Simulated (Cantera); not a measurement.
What does this Cantera script print?

```python
import numpy as np
import cantera as ct

gas = ct.Solution("h2o2.yaml")
gas.TPX = 673, 40000, {'H2': 1, 'O2': 0.25, 'N2': 0.94}
flame = ct.FreeFlame(gas, width=0.076)
flame.set_refine_criteria(ratio=3, slope=0.08, curve=0.16)
flame.transport_model = "mixture-averaged"
flame.solve(loglevel=0, auto=True)
z, T = flame.grid, flame.T
thick = (T[-1] - T[0]) / np.gradient(T, z).max()
show = ['H2', 'O2', 'HO2', 'H2O2', 'H', 'O']
print(f"laminar burning velocity  {flame.velocity[0] * 100:.3f} cm/s")
print(f"burnt temperature         {T[-1]:.1f} K")
print(f"thermal thickness         {thick * 1e3:.4f} mm")
print(f"grid points               {len(z)}")
z0 = z[flame.heat_release_rate.argmax()]
print(f"{'z/mm':>9s}{'T/K':>9s}{'u/(m/s)':>9s}" + "".join(f"{s:>11s}" for s in show))
rows = []
for k in (-3, -2, -1.5, -1, -0.5, -0.25, 0, 0.25, 0.5, 1, 2, 4, 8):
    zz = z0 + k * thick
    rows.append([k * thick, np.interp(zz, z, T), np.interp(zz, z, flame.velocity),
                 *(np.interp(zz, z, flame.X[gas.species_index(s)]) for s in show)])
    print(f"{rows[-1][0] * 1e3:9.3f}{rows[-1][1]:9.1f}{rows[-1][2]:9.3f}" + "".join(f"{x:11.3e}" for x in rows[-1][3:]))
```

Output:

```
laminar burning velocity  998.276 cm/s
burnt temperature         2329.0 K
thermal thickness         1.5567 mm
grid points               134
     z/mm      T/K  u/(m/s)         H2         O2        HO2       H2O2          H          O
   -4.670    673.0    9.983  4.566e-01  1.142e-01  9.944e-12  3.567e-13  1.139e-13  2.070e-15
   -3.113    673.0    9.983  4.566e-01  1.142e-01  3.867e-10  3.739e-13  6.219e-11  1.006e-12
   -2.335    673.0    9.983  4.566e-01  1.142e-01  1.255e-08  8.450e-13  3.959e-09  5.423e-11
   -1.557    673.0    9.983  4.566e-01  1.142e-01  1.489e-06  3.302e-10  9.990e-07  1.136e-08
   -0.778    687.9   10.184  4.541e-01  1.139e-01  8.888e-05  6.751e-07  7.646e-04  1.650e-05
   -0.389    832.4   12.156  4.257e-01  1.089e-01  6.029e-05  9.463e-07  1.351e-02  4.129e-04
    0.000   1207.2   17.194  2.920e-01  6.084e-02  2.519e-05  7.796e-07  7.966e-02  4.731e-03
    0.389   1455.3   20.533  1.967e-01  9.067e-03  3.738e-06  4.903e-07  1.201e-01  3.887e-03
    0.778   1555.4   21.806  1.894e-01  2.083e-03  8.134e-07  3.695e-07  1.166e-01  2.715e-03
    1.557   1664.6   23.154  1.973e-01  1.284e-03  4.660e-07  2.740e-07  1.025e-01  2.391e-03
    3.113   1789.9   24.662  2.078e-01  9.937e-04  3.372e-07  1.701e-07  8.502e-02  1.973e-03
    6.227   1919.8   26.182  2.184e-01  6.867e-04  2.295e-07  9.336e-08  6.684e-02  1.432e-03
   12.453   2042.3   27.577  2.282e-01  4.146e-04  1.470e-07  4.892e-08  4.965e-02  8.993e-04
```

Detailed kinetics in Cantera: the H2/O2 subset of GRI-Mech 3.0, which has no nitrogen chemistry. Burning velocities carry a grid error of a few per cent, more on coarse grids.
